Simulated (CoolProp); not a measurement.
Vapour-liquid equilibrium of isobutene (1) + n-octane (2) at 0.0146 MPa; x and y are mole fractions of (1).

Model: multi-fluid Helmholtz-energy mixture model, Lemmon 2005 and Beckmüller 2019; pair parameters Bell 2016, in CoolProp.

```csv
x,bubble temperature (K),y at the bubble point,dew temperature at overall composition x (K),liquid density (mol/L)
0.05,293.0,0.908,339.8,6.299
0.15,263.8,0.988,337.1,6.842
0.25,252.2,0.996,334.2,7.300
0.35,245.2,0.998,330.9,7.765
0.45,240.2,0.999,327.2,8.259
0.55,236.3,0.999,322.8,8.793
0.65,233.1,1.000,317.6,9.377
0.75,230.5,1.000,310.9,10.02
0.85,228.2,1.000,301.4,10.73
0.95,226.2,1.000,283.4,11.53
```

No azeotrope shows between x = 0.05 and 0.95.

Pair parameters are fitted to limited data, so mixtures are less certain than the pure fluids.
